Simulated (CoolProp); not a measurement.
R245fa at 298.15 K and 0.122 MPa is throttled through a valve to 0.0769 MPa with no heat exchange. Each further row changes one setting.

Values from CoolProp's reference Helmholtz-energy equation of state, Akasaka 2015.

```csv
case,temperature change (K),final density (kg/m³)
as stated,-1.4,4.30
outlet pressure 0.0231 MPa,-3.0,1.27
outlet pressure 0.1 MPa,-0.7,5.63
```
